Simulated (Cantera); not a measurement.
An isothermal, constant-pressure homogeneous reactor starts with N2O : H2 : N2 = 1 : 0.03 : 6.4 (molar parts), at 1275 K and 100000 Pa.

Detailed kinetics in Cantera: GRI-Mech 3.0 (53 species, 325 reactions). GRI-Mech 3.0 was tuned for natural gas; its chemistry of N2O as a main component is partial and can be far from experiment. The mechanism lacks the step 2 NO + O2 → 2 NO2, which can matter for NO2 below about 1400 K. The temperature is held fixed by assumption; the heat of reaction is taken as removed at once.

x: mole fraction; the columns are a selection and need not sum to one.

| t (s) | x N2O | x H2 | x HO2 | x H | x NO | x H2O2 | x NO2 |
|---|---|---|---|---|---|---|---|
| 3.00e-6 | 0.135 | 0.00404 | 1.35e-11 | 1.64e-8 | 5.20e-9 | <1e-12 | <1e-12 |
| 1.30e-5 | 0.135 | 0.00404 | 1.09e-9 | 1.97e-7 | 8.74e-8 | <1e-12 | <1e-12 |
| 5.62e-5 | 0.135 | 0.00402 | … | … | … | 1.30e-10 | 3.73e-11 |
| 0.000243 | 0.134 | 0.00379 | 7.72e-7 | 6.27e-6 | 1.21e-5 | 8.20e-9 | 1.16e-8 |
| 0.00105 | 0.132 | 0.00203 | 1.29e-6 | 6.50e-6 | 7.88e-5 | 3.16e-8 | 2.78e-7 |
| 0.00456 | 0.129 | 0.000178 | 1.11e-6 | 3.51e-7 | 0.000225 | 1.26e-8 | 5.89e-6 |
| 0.0197 | 0.124 | 6.29e-7 | 4.68e-7 | 2.20e-8 | 0.000743 | 5.41e-9 | 2.86e-5 |
| 0.0854 | 0.107 | 7.33e-8 | 1.75e-7 | 2.00e-8 | 0.00273 | 5.36e-9 | 5.32e-5 |
| 0.370 | 0.0584 | 5.21e-8 | 6.09e-8 | 1.35e-8 | 0.00770 | 4.22e-9 | 8.94e-5 |
| 1.60 | 0.00823 | 1.47e-8 | 1.95e-8 | 2.02e-9 | 0.0113 | 1.19e-9 | 0.000109 |
| 6.93 | 1.55e-5 | 9.38e-10 | 2.27e-9 | 2.43e-11 | 0.0114 | 4.40e-11 | 7.28e-5 |
| 30.0 | … | 8.94e-10 | 2.11e-9 | 2.22e-11 | 0.0114 | 4.03e-11 | 7.06e-5 |

Complete the blanks.


- 5.62e-5, x HO2: 5.63e-8
- 5.62e-5, x H: 1.59e-6
- 5.62e-5, x NO: 1.14e-6
- 30.0, x N2O: 4.84e-8
